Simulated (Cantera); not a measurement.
An isothermal, constant-pressure homogeneous reactor starts with CH4 : O2 : N2 = 0.011 : 0.011 : 1 (molar parts), equivalence ratio 2.0, at 1375 K and 10.0 bar.

Cantera simulation using GRI-Mech 3.0 (53 species, 325 reactions); the numbers are that mechanism's predictions, not measurements.

x: mole fraction; the columns are a selection and need not sum to one.

```
t (s)       x CH4      x O2       x O     x CH2      x OH    x CH3
--------  -------  --------  --------  --------  --------  -------
2.00e-5    0.0108    0.0108  1.10e-10    <1e-12  1.95e-10  6.36e-8
4.33e-5    0.0108    0.0108  1.45e-10    <1e-12  3.05e-10  1.48e-7
9.38e-5    0.0108    0.0108  2.24e-10    <1e-12  5.43e-10      [?]
0.000203   0.0108    0.0108  4.01e-10    <1e-12   1.03e-9  8.94e-7
0.000440   0.0108    0.0108  7.22e-10  1.66e-12   1.83e-9  1.93e-6
0.000953   0.0108    0.0108   1.02e-9  3.42e-12   2.55e-9  2.80e-6
0.00206    0.0107    0.0107   1.29e-9  5.03e-12   3.26e-9  3.32e-6
0.00447    0.0107    0.0107   1.93e-9  9.40e-12   4.99e-9  4.29e-6
0.00969    0.0105    0.0106   3.87e-9  2.68e-11   1.01e-8  6.33e-6
0.0210    0.00957    0.0101   1.24e-8  1.78e-10   3.07e-8  1.05e-5
0.0454        [?]       [?]       [?]       [?]       [?]      [?]
0.0984    0.00164  0.000162   1.03e-9  4.05e-10   1.11e-8  1.53e-6
0.213     0.00161   4.12e-5  1.19e-10  6.98e-11   4.48e-9  6.87e-7
0.462     0.00159   7.97e-6  1.58e-11  1.55e-11   2.92e-9  4.61e-7
1.00      0.00157   4.38e-7    <1e-12  6.55e-12   2.55e-9  4.04e-7
```

Complete the blanks.


- 9.38e-5, x CH3: 3.60e-7
- 0.0454, x CH4: 0.00216
- 0.0454, x O2: 0.00154
- 0.0454, x O: 4.82e-8
- 0.0454, x CH2: 5.91e-9
- 0.0454, x OH: 1.26e-7
- 0.0454, x CH3: 9.19e-6
